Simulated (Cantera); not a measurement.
A freely propagating, adiabatic, planar premixed flame of H2 : O2 : N2 = 1 : 0.294 : 1.11 (molar parts), equivalence ratio 1.7, unburnt at 475 K and 100.0 Torr; multicomponent+Soret transport, grid criteria slope 0.08 and curve 0.16, no radiation.

Model: the H2/O2 subset of GRI-Mech 3.0, which has no nitrogen chemistry, integrated in Cantera. Burning velocities carry a grid error of a few per cent, more on coarse grids.

**Question.** Predict: laminar burning velocity; thermal thickness; peak x(OH); peak x(HO2); peak x(H2O2).

**Answer.** 
- laminar burning velocity = 442 cm/s
- thermal thickness = 5.61 mm
- peak x(OH) = 0.00746
- peak x(HO2) = 7.42e-5
- peak x(H2O2) = 4.01e-6
